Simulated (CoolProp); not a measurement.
Toluene along the isobar 11800 kPa: density (kg/m³) from the reference equation and from simpler models built on Tc = 591.7 K, pc = 4126 kPa, ω = 0.266; each cubic takes its own stable root.

Computed with CoolProp (reference Helmholtz-energy equation of state, Lemmon 2006). It is a short technical equation, of lower accuracy than the large ones.

```csv
T (K),phase,reference
338.6,liquid,835.2
344.4,liquid,830.0
350.3,liquid,824.7
356.1,liquid,819.5
362,liquid,814.2
367.8,liquid,808.9
373.7,liquid,803.5
379.6,liquid,798.1
385.4,liquid,792.7
391.3,liquid,787.2
397.1,liquid,781.8
403,liquid,776.2
408.8,liquid,770.7
```

**Question.** How far does each simpler model (van der Waals, Redlich-Kwong, Soave-Redlich-Kwong, Peng-Robinson) lie from the reference over these 13 states: mean and median of the absolute difference, and the worst?

**Answer.** 
- van der Waals: mean 38.5 %, median 38.5 %, worst -39.2 % at 338.6 K and 11800 kPa
- Redlich-Kwong: mean 11.9 %, median 11.9 %, worst -12.0 % at 338.6 K and 11800 kPa
- Soave-Redlich-Kwong: mean 9.7 %, median 9.6 %, worst -10.1 % at 338.6 K and 11800 kPa
- Peng-Robinson: mean 1.6 %, median 1.7 %, worst +2.0 % at 408.8 K and 11800 kPa
